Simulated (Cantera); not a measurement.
Input: 1 mol MgO, 0.27 mol SO₃, 1.1 mol CO₂, at 11.0 mbar.

Cantera equilibrium calculation (NASA polynomials, part measured and part estimated; ideal gas, pure solids and liquids). Candidate condensed phases: C, Mg, MgCO₃, MgO, MgS, MgSO₄, S; 26 gas species. Mutual solubility and eutectic melting of coexisting phases are not modelled. Rates play no part.

### Question
Which condensed phases are stable at each of these points (T (°C)): 375, 475, 575, 675, 775, 875, 975, 1075?

### Answer
| T (°C) | condensed phases | Mg condensed (%) |
|---|---|---|
| 375 | MgO(s) + MgSO₄(s) | 100.0 |
| 475 | MgO(s) + MgSO₄(s) | 100.0 |
| 575 | MgO(s) + MgSO₄(s) | 100.0 |
| 675 | MgO(s) + MgSO₄(s) | 100.0 |
| 775 | MgO(s) + MgSO₄(s) | 100.0 |
| 875 | MgO(s) | 100.0 |
| 975 | MgO(s) | 100.0 |
| 1075 | MgO(s) | 100.0 |

From 375 °C to 775 °C the condensed part is MgO(s) + MgSO₄(s). From 875 °C to 1075 °C the condensed part is MgO(s).
